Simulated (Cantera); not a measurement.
Feed: 1 mol Si, 2 mol Cl₂, held at 1023.15 K and 47000 Pa.

Equilibrium computed with Cantera from the NASA thermochemical tables; the gas is ideal and each condensed phase is pure. Candidate condensed phases: Si; 9 gas species. Kinetics and transport are ignored.

Base state: SiCl₄ 1.000 (mole fractions); condensed: gas only.

Question: What changes in the equilibrium state with this change: Cl₂ from 2 to 0.67 mol?

Answer: 
```csv
species,before,after
SiCl₄,1.000,0.989
SiCl₃,2.28e-6,0.00906
SiCl₂,<1e-9,0.00175
"Si(s), mol",0,0.664
```
The tables' values for SiCl₃ are old estimates; treat these amounts as uncertain.
